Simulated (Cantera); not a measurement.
# Thermodynamics of boron, boron nitride and boron oxide, feed BF3 + H2 + N2

Input: 1 mol BF3, 97 mol H2, 68 mol N2, held at 1.00 bar.

Cantera equilibrium calculation (NASA polynomials, part measured and part estimated; ideal gas, pure solids and liquids). Candidate condensed phases: B, BN; 31 gas species. N2 is the only nitrogen source here; it is nearly inert below about 1500 K, so the nitride shown seldom forms there in practice. The tables' values for BF2, BH2 are old estimates; treat these amounts as uncertain. Rates play no part.

From 727 °C to 1827 °C the condensed part is BN(s). The share of B in condensed phases is highest at 1527 °C (57.3 %) and lowest at 727 °C (25.8 %).

```csv
T (°C),x H2,x N2,x HF,x BF3,x H,n BN(s)
727,0.582,0.409,0.00467,0.00447,1.73e-9,0.258
827,0.581,0.409,0.00574,0.00410,1.97e-8,0.317
927,0.581,0.409,0.00678,0.00375,1.50e-7,0.374
1027,0.580,0.408,0.00775,0.00341,8.43e-7,0.426
1127,0.580,0.408,0.00864,0.00309,3.70e-6,0.473
1227,0.580,0.408,0.00943,0.00279,1.34e-5,0.514
1327,0.579,0.408,0.0101,0.00249,4.14e-5,0.546
1427,0.579,0.408,0.0107,0.00220,0.000112,0.568
1527,0.578,0.408,0.0111,0.00190,0.000272,0.573
1627,0.578,0.408,0.0112,0.00158,0.000603,0.549
1727,0.577,0.408,0.0110,0.00121,0.00124,0.471
1827,0.576,0.407,0.0102,0.000813,0.00236,0.297
```
x: gas mole fraction; n: condensed amount in mol.
